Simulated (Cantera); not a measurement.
Charge: 1 mol ZrO2, a varied amount of H2, held at 1.00 bar.

Cantera equilibrium calculation (NASA polynomials, part measured and part estimated; ideal gas, pure solids and liquids). Candidate condensed phases: H2O, Zr, ZrO2; 12 gas species. Mutual solubility and eutectic melting of coexisting phases are not modelled. Condensed phases not in the tables: N, O or C dissolved in the metal. The numbers say what is thermodynamically allowed, not how fast it happens.

Task: What condenses at these points (T in °C, n(H2) in mol): (1377, 2200); (1177, 1700); (1427, 1300); (1527, 1300); (1377, 1300)?

Result: 
| T (°C) | n(H2) in mol | condensed phases | Zr condensed (%) |
|---|---|---|---|
| 1377 | 2200 | ZrO2 | 100.0 |
| 1177 | 1700 | ZrO2 | 100.0 |
| 1427 | 1300 | ZrO2 | 100.0 |
| 1527 | 1300 | Zr + ZrO2 | 100.0 |
| 1377 | 1300 | ZrO2 | 100.0 |
